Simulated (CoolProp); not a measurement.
Vapour-liquid equilibrium of R152A (1) + n-pentane (2) at 318 K; x and y are mole fractions of (1).

Values from CoolProp's multi-fluid Helmholtz-energy mixture model, Outcalt 1996 and Thol 2019; pair parameters Bell 2016.

```csv
x,bubble pressure (bar),y at the bubble point,dew pressure at overall composition x (bar),liquid density (mol/L)
0.05,2.649,0.489,1.427,8.462
0.2,5.376,0.758,1.697,8.885
0.35,6.906,0.822,2.088,9.354
0.5,7.833,0.855,2.707,9.890
0.65,8.553,0.882,3.825,10.53
0.8,9.276,0.916,6.316,11.33
0.95,10.07,0.972,9.799,12.38
```

No azeotrope shows between x = 0.05 and 0.95.

The pair parameters rest on a limited set of measurements; away from them the model extrapolates. With so large a gap from Raoult's law the liquid may split in two, which this calculation doesn't test in full.
